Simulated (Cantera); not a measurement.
## NO annealing gas

A perfectly stirred reactor is fed with NO : N2 = 1 : 0.38 (molar parts), at 100000 Pa; it is held at 2025 K, and followed from long to short residence time.

Model: GRI-Mech 3.0 (53 species, 325 reactions), integrated in Cantera.

```json
[
 {"τ (s)": "25", "x NO": "0.0372", "x N2O": "1.01e-6", "x O": "0.000477", "x O2": "0.343", "x N2": "0.619"},
 {"τ (s)": "4.9", "x NO": "0.0981", "x N2O": "4.43e-6", "x O": "0.000457", "x O2": "0.313", "x N2": "0.588"},
 {"τ (s)": "0.97", "x NO": "0.258", "x N2O": "2.87e-5", "x O": "0.000398", "x O2": "0.233", "x N2": "0.509"},
 {"τ (s)": "0.19", "x NO": "0.506", "x N2O": "0.000114", "x O": "0.000283", "x O2": "0.109", "x N2": "0.384"},
 {"τ (s)": "0.037", "x NO": "0.666", "x N2O": "0.000204", "x O": "0.000169", "x O2": "0.0288", "x N2": "0.304"},
 {"τ (s)": "0.0073", "x NO": "0.712", "x N2O": "0.000230", "x O": "0.000115", "x O2": "0.00573", "x N2": "0.281"},
 {"τ (s)": "0.0014", "x NO": "0.722", "x N2O": "0.000200", "x O": "9.02e-5", "x O2": "0.000886", "x N2": "0.276"},
 {"τ (s)": "0.00028", "x NO": "0.724", "x N2O": "0.000113", "x O": "5.40e-5", "x O2": "6.96e-5", "x N2": "0.275"}
]
```
x: mole fraction; the columns are a selection and need not sum to one.
